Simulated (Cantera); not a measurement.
A closed system holds: 1 mol AlN, 10 mol HCl, 2.3 mol N2, at 1775 K and 0.0278 Torr.

These are equilibrium values from Cantera (NASA tables, ideal gas, pure condensed phases), not measurements of a reactor. Candidate condensed phases: Al, AlCl3, AlN, NH4Cl; 20 gas species. The tables' values for AlCl2 are old estimates; treat these amounts as uncertain. Equilibrium is a limit: real reactors are often held back by kinetics, nucleation or transport.

Base state: HCl 0.561, N2 0.203, H2 0.0754, Cl 0.0747, AlCl 0.0599, H 0.0131, AlCl2 0.00859, AlCl3 0.00404 (mole fractions); condensed: gas only.

Q: What changes in the equilibrium state with this change: pressure from 0.0278 Torr to 100 Torr?

A: 
```
species   before     after
-------  -------  --------
HCl        0.561     0.571
N2         0.203     0.227
H2        0.0754     0.120
Cl        0.0747   0.00100
AlCl3    0.00404    0.0772
AlCl      0.0599  0.000487
H         0.0131  0.000274
Al       1.61e-5   2.71e-9
AlCl2    0.00859   0.00339
```
